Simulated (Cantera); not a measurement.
Charge: 1 mol SiCl₄, 5.2 mol H₂, at 525 °C and 100 Torr.

Equilibrium computed with Cantera from the NASA thermochemical tables; the gas is ideal and each condensed phase is pure. Candidate condensed phases: Si; 19 gas species. The tables' values for SiCl₃ are old estimates; treat these amounts as uncertain. The numbers say what is thermodynamically allowed, not how fast it happens.

Base state: H₂ 0.828, SiCl₄ 0.151, HCl 0.0106, SiHCl₃ 0.0104, SiH₂Cl₂ 5.80e-5, SiCl₃ 2.09e-5 (mole fractions); condensed: gas only.

Problem. What changes in the equilibrium state with this change: temperature from 525 °C to 1475 °C?

Solution. 
| species | before | after |
|---|---|---|
| H₂ | 0.828 | 0.594 |
| HCl | 0.0106 | 0.266 |
| SiCl₂ | 3.27e-7 | 0.127 |
| SiCl₄ | 0.151 | 0.00147 |
| SiCl₃ | 2.09e-5 | 0.0102 |
| SiHCl₃ | 0.0104 | 0.000723 |
| H | <1e-9 | 0.000482 |
| Cl | <1e-9 | 0.000166 |
| SiCl | <1e-9 | 5.25e-5 |
| SiH₂Cl₂ | 5.80e-5 | 6.31e-5 |
The tables' values for SiCl₃, SiCl are old estimates; treat these amounts as uncertain.
